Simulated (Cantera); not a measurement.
# Thermodynamics of iron carbonyl, mercury and lead vapours, feed Pb + O2 + H2

Input: 1 mol Pb, 0.02 mol O2, 92 mol H2, equilibrated at 598.15 K and 10.0 Torr.

Cantera equilibrium calculation (NASA polynomials, part measured and part estimated; ideal gas, pure solids and liquids). Candidate condensed phases: H2O, Pb, PbO, PbO2, Pb3O4; 12 gas species. Kinetics and transport are ignored.

x(H2): 1.000
x(H2O): 0.000435
n(Pb(s)): 1.00 mol
gas amount: 92.00 mol
log10 activity of PbO2(s) (absent): -30.41
log10 activity of Pb3O4(s) (absent): -45.71
